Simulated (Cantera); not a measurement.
Cantera run:

```python
import numpy as np
import cantera as ct

gas_names = """
    B BCL BCL2 BCL3 BH BH2 BH3 B2 CL CL2 H HCL H2
""".split()
cond_names = """
    B(b) B(L)
""".split()


# ... load() reads the species with a 1 bar reference pressure and builds the phases ...
atoms = {
    'BCl3': {'B': 1, 'CL': 3},
    'H2': {'H': 2},
}
top_T = {}  # K; cautious upper limits of use, not melting points


# ... equilibrate(T, P, feed) seeds the gas with the atoms and calls Mixture.equilibrate('TP', solver="vcs", rtol=1e-11, max_steps=5000) ...
results = []
feed = {'BCl3': 1, 'H2': 120}  # mol
T = 1725  # K
P = 13332.2  # Pa
mix = equilibrate(T, P, feed)
results.append((T, P, feed, dict(zip(mix.species_names, mix.species_moles))))
x = sorted(zip(gas.X, gas.species_names), reverse=True)
print(f"T = {T:g} K  P = {P:g} Pa  gas = {mix.phase_moles(0):.4g} mol")
print("   x: " + "  ".join(f"{s} {v:.3e}" for v, s in x if v > 0.001))
print("   condensed (mol): " + ("  ".join(f"{mix.phase(i).name} {mix.phase_moles(i):.4g}"
      for i in range(1, mix.n_phases) if mix.phase_moles(i) > 1e-12) or "none"))
```

Output:

```
T = 1725 K  P = 13332.2 Pa  gas = 121.5 mol
   x: H2 9.748e-01  HCL 2.446e-02
   condensed (mol): B(b) 0.9675
```

Method: chemical equilibrium by Gibbs-energy minimisation in Cantera with the NASA 1993 tables (ideal gas, pure condensed phases). The tables' values for BCl, BH2, BCl2 are old estimates; treat these amounts as uncertain.
